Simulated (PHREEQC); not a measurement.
Dissolve 0.032 mol KOH and 4.1e-05 mol K2SO4 per kg of water at 25 °C. It is in equilibrium with CO2 at log p = -1 (atm). Otherwise closed; pH follows from the charge balance.

Computed with PHREEQC (ion-association model, wateq4f.dat).

Each row changes one thing in this solution. Precipitation was switched off in this run.

```csv
case,pH,ionic strength (mol/kgw),HCO3- (mol/kgw),SO4-2 (mol/kgw),KSO4- (mol/kgw),HSO4- (mol/kgw)
as made,7.25,0.0322,0.0319,3.67e-5,4.25e-6,1.22e-10
KOH replaced by KF at the same molality,5.21,0.0321,0.000285,3.67e-5,4.25e-6,1.37e-8
K2SO4 from 4.1e-05 to 0.00041 mol/kgw,7.25,0.0332,0.0319,0.000367,4.30e-5,1.21e-9
temperature from 25 to 30 °C,7.29,0.0322,0.0319,3.64e-5,4.57e-6,1.25e-10
KOH replaced by KHF2 at the same molality,3.17,0.0329,2.64e-6,3.55e-5,4.08e-6,1.42e-6
KOH left out,4.41,0.000162,3.95e-5,4.08e-5,2.22e-8,1.48e-7
```
